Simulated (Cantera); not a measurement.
A closed system holds: 1 mol Si, 0.23 mol H₂O, 7.1 mol H₂, held at 1000 Pa.

Cantera equilibrium calculation (NASA polynomials, part measured and part estimated; ideal gas, pure solids and liquids). Candidate condensed phases: H₂O, Si, SiO₂; 18 gas species. Gases not in the tables: Si₂H₆ and higher silanes. Equilibrium is a limit: real reactors are often held back by kinetics, nucleation or transport. All values below are at 1675 K.

Base state: H₂ 0.968, SiO 0.0304, H 0.00114, Si 4.34e-5, SiH₂ 1.09e-5 (mole fractions); condensed: Si(s).

What changes in the equilibrium state with this change: pressure from 1000 Pa to 19.0 Pa?


| species | before | after |
|---|---|---|
| H₂ | 0.968 | 0.959 |
| SiO | 0.0304 | 0.0302 |
| H | 0.00114 | 0.00825 |
| Si | 4.34e-5 | 0.00228 |
| SiH | 7.17e-6 | 5.18e-5 |
| SiH₂ | 1.09e-5 | 1.08e-5 |
| Si(s), mol | 0.770 | 0.752 |
